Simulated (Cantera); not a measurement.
A freely propagating, adiabatic, planar premixed flame of 18.2 % H2, 15.9 % O2, 59.9 % N2, 5.99 % H2O, equivalence ratio 0.57, unburnt at 425 K and 1.30 bar; unity-Lewis-number transport, grid criteria slope 0.08 and curve 0.16, no radiation.

Model: the H2/O2 subset of GRI-Mech 3.0, which has no nitrogen chemistry, integrated in Cantera. Unity Lewis numbers drop preferential diffusion, which matters most where H2 and H carry the flame. Burning velocities carry a grid error of a few per cent, more on coarse grids. Lean hydrogen flames are cellular in practice and burn faster than this planar one.

Predict: laminar burning velocity; thermal thickness; peak x(OH); peak x(O); peak x(HO2).


```json
{
 "laminar_burning_velocity": "135 cm/s",
 "thermal_thickness": "0.216 mm",
 "peak x(OH)": "0.00767",
 "peak x(O)": "0.00596",
 "peak x(HO2)": "0.000350"
}
```
